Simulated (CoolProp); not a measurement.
Vapour-liquid equilibrium of R142b (1) + R113 (2) at 356.7 K; x and y are mole fractions of (1).

Computed with CoolProp (multi-fluid Helmholtz-energy mixture model, Lemmon 2006 and Marx 1992; pair parameters Bell 2016).

```csv
x,bubble pressure (kPa),y at the bubble point,dew pressure at overall composition x (kPa),liquid density (mol/L)
0.05,357.9,0.210,?,7.631
0.2,550.3,?,354.1,?
0.35,730.5,0.693,422.0,?
0.5,901.8,0.791,520.1,8.383
0.65,1070,0.863,?,8.651
0.8,1241,0.924,921.1,8.930
0.95,?,0.981,?,9.223
```

**Question.** Some entries are withheld; supply them.

**Answer.** 
- 0.05, dew pressure at overall composition x (kPa): 304.5
- 0.2, y at the bubble point: 0.536
- 0.2, liquid density (mol/L): 7.873
- 0.35, liquid density (mol/L): 8.124
- 0.65, dew pressure at overall composition x (kPa): 671.5
- 0.95, bubble pressure (kPa): 1424
- 0.95, dew pressure at overall composition x (kPa): 1324

No azeotrope shows between x = 0.05 and 0.95.

Pair parameters are fitted to limited data, so mixtures are less certain than the pure fluids. The gap from Raoult's law changes sign with composition, which may be real or a fault of the pair parameters; it wasn't checked against measurements.
